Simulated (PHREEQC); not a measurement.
Make-up at 25 °C: 27 mmol/kgw NH3 and 11 mmol/kgw CO2. Closed to the air; pH follows from the charge balance.

Model: ion-association model, phreeqc.dat, run in PHREEQC.

| quantity | before | after |
|---|---|---|
| pH | 9.37 | 9.24 |
| NH3 (mol/kgw) | 0.0145 | 0.000134 |
| NH4+ (mol/kgw) | 0.0125 | 0.000136 |
| HCO3- (mol/kgw) | 0.00953 | 0.000101 |
| CO3-2 (mol/kgw) | 0.00146 | 8.63e-6 |

**Question.** What was changed between the two runs?
A) diluted 100-fold with water
B) NH3 from 0.027 to 0.0297 mol/kgw
C) CO2 from 0.011 to 0.0022 mol/kgw
D) NH3 from 0.027 to 0.0243 mol/kgw
E) CO2 from 0.011 to 0.0121 mol/kgw

**Answer.** A, diluted 100-fold with water

No solid was allowed to form. Carbamate, which ammonia and carbonate form, is missing from the database.
